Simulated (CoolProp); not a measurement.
Vapour-liquid equilibrium of methanol (1) + benzene (2) at 131.15 °C; x and y are mole fractions of (1).

The numbers come from the multi-fluid Helmholtz-energy mixture model, de Reuck 1993 and Thol 2012; pair parameters Bell 2016 in CoolProp.

| x | bubble pressure (MPa) | y at the bubble point | dew pressure at overall composition x (MPa) | liquid density (mol/L) |
|---|---|---|---|---|
| 0.05 | 0.5147 | (withheld) | 0.4099 | 9.864 |
| 0.125 | 0.6413 | 0.410 | 0.4462 | 10.23 |
| 0.2 | 0.7229 | 0.493 | 0.4876 | 10.63 |
| 0.275 | 0.7765 | 0.544 | 0.5351 | (withheld) |
| 0.35 | 0.8132 | 0.580 | (withheld) | 11.62 |
| 0.425 | 0.8399 | 0.610 | 0.6554 | 12.22 |
| 0.5 | 0.8605 | 0.638 | 0.7302 | 12.90 |
| 0.575 | 0.8770 | 0.668 | 0.8081 | (withheld) |
| 0.65 | 0.8897 | (withheld) | 0.8675 | 14.59 |
| 0.725 | 0.8978 | 0.745 | 0.8947 | 15.63 |
| 0.8 | 0.8999 | 0.797 | 0.8998 | 16.82 |
| 0.875 | 0.8947 | 0.861 | 0.8927 | 18.20 |
| 0.95 | (withheld) | 0.939 | 0.8790 | 19.80 |

Problem. Complete the blanks.

Solution. 
- 0.05, y at the bubble point: 0.244
- 0.275, liquid density (mol/L): 11.09
- 0.35, dew pressure at overall composition x (MPa): 0.5905
- 0.575, liquid density (mol/L): 13.69
- 0.65, y at the bubble point: 0.703
- 0.95, bubble pressure (MPa): 0.8812

y crosses x between x = 0.725 and 0.8: the model has an azeotrope there.

The pair parameters rest on a limited set of measurements; away from them the model extrapolates.
